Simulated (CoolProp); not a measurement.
The numbers come from the reference Helmholtz-energy equation of state, Lemmon 2006 in CoolProp. It is a short technical equation, of lower accuracy than the large ones.

**Question.** Give the vapour pressure (MPa), vapour density (kg/m³) of saturated carbon monoxide at 91.7, 96.6 K.

**Answer.** 
```
T (K)  p (MPa)  vapour density (kg/m³)
-----  -------  ----------------------
91.7     0.278                    11.2
96.6     0.419                    16.5
```
